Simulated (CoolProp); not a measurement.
The numbers come from the reference Helmholtz-energy equation of state, Jacobsen 1992 in CoolProp.

### Question
For R11, give the phase and the Z, isothermal compressibility (1/MPa), expansivity (1/kK), conductivity (mW/(m K)) at 334.7 K and 367 kPa.

### Answer
- 334.7 K and 367 kPa: liquid; Z 0.0131, isothermal compressibility 0.00289, expansivity 1.93, conductivity 76.6

Thermal conductivity comes from a separate model (McLinden 2000), an estimate that may be off by 10 % or more.
